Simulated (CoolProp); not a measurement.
Vapour-liquid equilibrium of n-hexane (1) + n-decane (2) at 0.00181 MPa; x and y are mole fractions of (1).

Computed with CoolProp (multi-fluid Helmholtz-energy mixture model, Thol 2019 and Lemmon 2006; pair parameters Kunz 2012).

```tsv
x	bubble temperature, mixture model (°C)	bubble temperature, Raoult's law (°C)	y, mixture model	y, Raoult's law
0.05	[?]	34.3	[?]	0.822
0.2	[?]	7.4	[?]	0.978
0.35	-2.7	-3.0	0.993	0.993
0.5	[?]	-9.2	0.997	0.997
0.65	-13.6	-13.6	0.999	0.999
0.8	-17.0	-17.0	0.999	0.999
0.95	-19.7	-19.7	1.000	1.000
```

**Question.** Fill in the missing entries.

**Answer.** 
- 0.05, bubble temperature, mixture model (°C): 35.3
- 0.05, y, mixture model: 0.809
- 0.2, bubble temperature, mixture model (°C): 7.9
- 0.2, y, mixture model: 0.977
- 0.5, bubble temperature, mixture model (°C): -9.1

The largest gap from Raoult's law is +1.0 K in bubble temperature, at x = 0.05. No azeotrope shows between x = 0.05 and 0.95.

The pair parameters rest on a limited set of measurements; away from them the model extrapolates.
